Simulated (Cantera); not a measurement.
An isothermal plug-flow reactor at 975 K and 500000 Pa (inlet), inlet velocity 1.6 m/s, active area per volume 1000 1/m; feed CH₄ : O₂ : N₂ : H₂O = 0.0028 : 0.019 : 0.79 : 0.089 (molar parts).

Detailed kinetics in Cantera: Deutschmann's 1995 Pt surface mechanism with GRI-Mech 3.0 gas chemistry. Catalytic surfaces can have several steady states; this one follows from the mechanism file's or the stated starting coverage. Mass transfer to the wall is taken as infinitely fast.

Question: What does this change do: N2 0.79 to 1.3 parts?

Answer: 
```
quantity                  before     after
----------------------  --------  --------
x(CH₄) at z = 0.054 m   0.000543  0.000193
x(O₂) at z = 0.054 m      0.0160   0.00993
x(H₂O) at z = 0.054 m      0.104    0.0666
x(CO₂) at z = 0.054 m    0.00251   0.00176
x(CO) at z = 0.054 m     3.17e-7   1.10e-7
θ(free Pt) at the exit     0.177     0.201
θ(O*) at the exit          0.810     0.788
θ(OH*) at the exit        0.0134    0.0113
```
